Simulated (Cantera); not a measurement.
An isothermal, constant-pressure homogeneous reactor starts with N₂O : H₂O = 1 : 0.04 (molar parts), at 1500 K and 100000 Pa. Integrator tolerance rtol = 1e-08.

Model: GRI-Mech 3.0 (53 species, 325 reactions), integrated in Cantera. GRI-Mech 3.0 was tuned for natural gas; its chemistry of N2O as a main component is partial and can be far from experiment. The temperature is held fixed by assumption; the heat of reaction is taken as removed at once.

```tsv
quantity	before	after
x(N₂O) at 6.00 s	3.54e-6 (gas-phase equilibrium 7.71e-8)	5.28e-6 (gas-phase equilibrium 1.19e-7)
x(H₂O) at 6.00 s	0.0260 (gas-phase equilibrium 0.0260)	0.0259 (gas-phase equilibrium 0.0259)
x(NO) at 6.00 s	0.110 (gas-phase equilibrium 0.00139)	0.130 (gas-phase equilibrium 0.00219)
x(N₂) at 6.00 s	0.594 (gas-phase equilibrium 0.649)	0.584 (gas-phase equilibrium 0.648)
x(OH) at 6.00 s	4.26e-5 (gas-phase equilibrium 4.46e-5)	9.54e-5 (gas-phase equilibrium 0.000101)
x(H₂O₂) at 6.00 s	2.80e-9 (gas-phase equilibrium 3.07e-9)	4.74e-9 (gas-phase equilibrium 5.28e-9)
x(O) at 6.00 s	2.12e-6 (gas-phase equilibrium 2.32e-6)	7.45e-6 (gas-phase equilibrium 8.30e-6)
```

Problem. Which change was made?
(A) H2O 0.04 to 0.0066 parts
(B) temperature 1500 to 1600 K
(C) H2O 0.04 to 0.3 parts
(D) temperature 1500 to 1200 K

Solution. B, temperature 1500 to 1600 K
